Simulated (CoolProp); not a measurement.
Computed with CoolProp (reference Helmholtz-energy equation of state, Lemmon 2006). It is a short technical equation, of lower accuracy than the large ones.

Task: Give the vapour pressure (bar), enthalpy of vaporisation (kJ/kg), liquid viscosity (µPa s), vapour viscosity (µPa s) of saturated toluene at 178.55, 183.15, 187.75 °C.

Result: 
| T (°C) | p (bar) | enthalpy of vaporisation (kJ/kg) | liquid viscosity (µPa s) | vapour viscosity (µPa s) |
|---|---|---|---|---|
| 178.55 | 5.03 | 310 | 158 | 10.3 |
| 183.15 | 5.50 | 306 | 153 | 10.4 |
| 187.75 | 6.00 | 302 | 149 | 10.5 |

Viscosity comes from a separate model (Avgeri 2015).
